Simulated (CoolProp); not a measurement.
A single-stage vapour-compression cycle with R143a: evaporating at 214.15 K (dew point), condensing at 284.15 K (bubble point), superheat 8 K, subcooling 0 K, compressor efficiency 0.85, no pressure losses. Each further row changes one setting.

Model: reference Helmholtz-energy equation of state, Lemmon and Jacobsen 2000, in CoolProp.

```
case                              cooling COP  pressure ratio  discharge temperature (K)  refrigerating effect (kJ/kg)  volumetric capacity (kJ/m³)
--------------------------------  -----------  --------------  -------------------------  ----------------------------  ---------------------------
as stated                                1.81            15.4                      323.9                           143                          374
evaporating temperature 219.15 K         2.05            11.8                      320.0                           146                          489
condensing temperature 279.15 K          2.03            13.3                      317.9                           150                          394
subcooling 5 K                           1.91            15.4                      323.9                           150                          394
superheat 18 K                           1.82            15.4                      334.8                           151                          376
compressor efficiency 0.75               1.60            15.4                      333.5                           143                          374
```
